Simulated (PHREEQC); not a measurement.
A solution holds 0.28 mol HF, 0.42 mol NH4F and 0.0001 mol (NH4)2SiF6 per kg of water, at 85 °C. Closed to the air; pH follows from the charge balance.

Model: ion-association model, phreeqc.dat, run in PHREEQC.

```csv
quantity,before,after
pH,3.75,6.12
ionic strength (mol/kgw),0.420,0.696
F- (mol/kgw),0.273,0.692
HF2- (mol/kgw),0.147,0.00340
HF (mol/kgw),0.133,0.00125
NH3 (mol/kgw),2.34e-5,0.00465
SI of Quartz (SiO2),-10.00,-2.85
```

Task: Name the change that produced these shifts.
(A) HF replaced by (CH3)4NF at the same molality
(B) HF left out
(C) NH4F from 0.42 to 0.084 mol/kgw
(D) (NH4)2SiF6 from 0.0001 to 1e-05 mol/kgw

Result: A, HF replaced by (CH3)4NF at the same molality

This is a speciation only: nothing precipitates in the calculation. (CH3)4N+ isn't in the database: it is added as a free cation with an ion size of 4 Å. At this temperature some constants are extrapolated from 25 °C, and those without enthalpy data are left unchanged. SiF6-2 is the database's only silicon fluoride.
